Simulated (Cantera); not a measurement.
Input: 1 mol PbO, 1.8 mol H₂, 0.3 mol H₂O, equilibrated at 4.95 Torr.

Cantera equilibrium calculation (NASA polynomials, part measured and part estimated; ideal gas, pure solids and liquids). Candidate condensed phases: H₂O, Pb, PbO, PbO₂, Pb₃O₄; 12 gas species. Equilibrium is a limit: real reactors are often held back by kinetics, nucleation or transport.

### Question
At 1448 K, list the 4 most abundant gas species with their mole fractions, and the condensed phases.

### Answer
H₂O 0.419, Pb 0.322, H₂ 0.258, PbO 0.000140. Condensed: gas only.
